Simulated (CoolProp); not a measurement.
Aqueous propylene glycol as a coolant, at 2 °C, 1 atm.

Values from CoolProp's Melinder's fits for secondary coolants.

| mass % | freezing point (°C) | density (kg/m³) | conductivity (W/(m K)) | cp (kJ/(kg K)) | viscosity (mPa s) |
|---|---|---|---|---|---|
| 5.8 | -1.4 | 1005 | 0.538 | 4.116 | 2.15 |
| 9.7 | -2.8 | 1009 | 0.520 | 4.064 | 2.52 |
| 13.6 | -4.3 | 1013 | 0.502 | 4.016 | 2.97 |
| 17.6 | -6.0 | 1017 | 0.484 | 3.969 | 3.54 |
| 21.5 | -7.9 | 1021 | 0.467 | 3.922 | 4.25 |
| 25.4 | -10.0 | 1026 | 0.450 | 3.872 | 5.12 |
| 29.4 | -12.4 | 1030 | 0.433 | 3.817 | 6.25 |
| 33.3 | -15.0 | 1035 | 0.416 | 3.759 | 7.60 |
| 37.2 | -18.1 | 1039 | 0.400 | 3.696 | 9.23 |
| 41.2 | -21.7 | 1043 | 0.384 | 3.627 | 11.2 |
| 45.1 | -25.9 | 1046 | 0.369 | 3.555 | 13.5 |
